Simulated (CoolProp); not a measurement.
Vapour-liquid equilibrium of n-heptane (1) + o-xylene (2) at 8.48 bar; x and y are mole fractions of (1).

The numbers come from the multi-fluid Helmholtz-energy mixture model, Span 2003 and Zhou 2012; pair parameters Bell 2016 in CoolProp.

| x | bubble temperature (°C) | y at the bubble point | dew temperature at overall composition x (°C) | liquid density (mol/L) |
|---|---|---|---|---|
| 0.05 | 242.4 | 0.109 | 245.2 | 6.118 |
| 0.15 | 233.6 | 0.287 | 240.5 | 6.030 |
| 0.25 | 226.1 | 0.427 | 235.5 | 5.929 |
| 0.35 | 219.7 | 0.540 | 230.3 | 5.821 |
| 0.45 | 214.2 | 0.634 | … | 5.708 |
| 0.55 | 209.3 | 0.715 | 219.2 | 5.592 |
| 0.65 | … | 0.787 | 213.2 | 5.475 |
| 0.75 | 200.8 | 0.852 | 207.2 | … |
| 0.85 | … | 0.914 | 201.0 | 5.244 |
| 0.95 | 193.4 | 0.972 | 194.8 | 5.130 |

### Question
Complete the blanks.

### Answer

- 0.45, dew temperature at overall composition x (°C): 224.8
- 0.65, bubble temperature (°C): 204.9
- 0.75, liquid density (mol/L): 5.359
- 0.85, bubble temperature (°C): 197.0

No azeotrope shows between x = 0.05 and 0.95.

The pair parameters rest on a limited set of measurements; away from them the model extrapolates.
